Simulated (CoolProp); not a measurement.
Vapour-liquid equilibrium of n-heptane (1) + n-dodecane (2) at 483.2 K; x and y are mole fractions of (1).

Values from CoolProp's multi-fluid Helmholtz-energy mixture model, Span 2003 and Lemmon 2004; pair parameters Bell 2016.

| x | bubble pressure, mixture model (bar) | bubble pressure, Raoult's law (bar) | y, mixture model | y, Raoult's law |
|---|---|---|---|---|
| 0.05 | 1.266 | 1.408 | [?] | 0.412 |
| 0.125 | 1.898 | 2.214 | 0.571 | 0.656 |
| 0.2 | 2.572 | 3.019 | 0.699 | 0.769 |
| 0.275 | [?] | 3.825 | 0.778 | 0.835 |
| 0.35 | 4.019 | 4.630 | 0.830 | 0.878 |
| 0.425 | 4.782 | 5.436 | 0.868 | 0.908 |
| 0.5 | 5.567 | 6.242 | 0.896 | 0.930 |
| 0.575 | 6.373 | 7.047 | 0.919 | 0.947 |
| 0.65 | 7.201 | 7.853 | 0.937 | 0.961 |
| 0.725 | 8.057 | 8.658 | 0.953 | 0.972 |
| 0.8 | 8.948 | 9.464 | [?] | 0.982 |
| 0.875 | 9.886 | 10.27 | 0.979 | 0.989 |
| 0.95 | 10.89 | 11.07 | 0.992 | 0.996 |

Problem. Some entries are withheld; supply them.

Solution. 
- 0.05, y, mixture model: 0.327
- 0.275, bubble pressure, mixture model (bar): 3.281
- 0.8, y, mixture model: 0.966

The largest gap from Raoult's law is -14.8 % in bubble pressure, at x = 0.2. No azeotrope shows between x = 0.05 and 0.95.

Pair parameters are fitted to limited data, so mixtures are less certain than the pure fluids.
